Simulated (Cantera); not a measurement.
Charge: 1 mol MgO, 0.17 mol O₂, 2.3 mol CO₂, at 1525 K and 3900 Torr.

Cantera equilibrium calculation (NASA polynomials, part measured and part estimated; ideal gas, pure solids and liquids). Candidate condensed phases: C, Mg, MgCO₃, MgO; 15 gas species. Equilibrium is a limit: real reactors are often held back by kinetics, nucleation or transport.

Base state: CO₂ 0.931, O₂ 0.0688, CO 1.10e-5 (mole fractions); condensed: MgO(s).

Task: What changes in the equilibrium state with this change: 0.21 mol H₂ added?

Result: 
```tsv
species	before	after
CO₂	0.931	0.893
H₂O	0	0.0815
O₂	0.0688	0.0252
OH	0	3.41e-5
CO	1.10e-5	1.74e-5
MgO(s), mol	1.00	1.00
```
Further candidate phases: C₆H₆, C₇H₈, C₈H₁₈, H₂O, Mg(OH)₂.

Task: What changes in the equilibrium state with this change: MgO replaced by CaCO₃?

Result: 
```tsv
species	before	after
CO₂	0.931	0.951
O₂	0.0688	0.0490
CO	1.10e-5	1.33e-5
MgO(s), mol	1.00	0
CaO(s), mol	0	1.00
```
Further candidate phases: Ca, CaCO₃, CaO.
